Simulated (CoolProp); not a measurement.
The numbers come from the reference Helmholtz-energy equation of state, Lemmon 2006 in CoolProp. It is a short technical equation, of lower accuracy than the large ones.

Task: For C3F8 (R218), give the phase and the density (kg/m³), cv (kJ/(kg K)), isothermal compressibility (1/MPa), viscosity (µPa s) at 386.5 K and 7160 kPa.

Result: 
- 386.5 K and 7160 kPa: supercritical; density 869, cv 0.922, isothermal compressibility 0.0833, viscosity 62.1

Viscosity comes from a separate model (Huber 2003), an estimate that may be off by 10 % or more.
